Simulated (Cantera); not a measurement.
Charge: 1 mol BN, 1.8 mol H2, 13 mol N2, held at 1002 °C and 0.133 bar.

These are equilibrium values from Cantera (NASA tables, ideal gas, pure condensed phases), not measurements of a reactor. Candidate condensed phases: B, BN; 15 gas species. Kinetics and transport are ignored.

Question: What is the equilibrium state?

Answer: 
| Property | Value |
|---|---|
| x(N2) | 0.878 |
| x(H2) | 0.122 |
| n(BN(s)) | 1.00 mol |
| gas amount | 14.80 mol |
| log10 activity of B(s) (absent) | -5.20 |
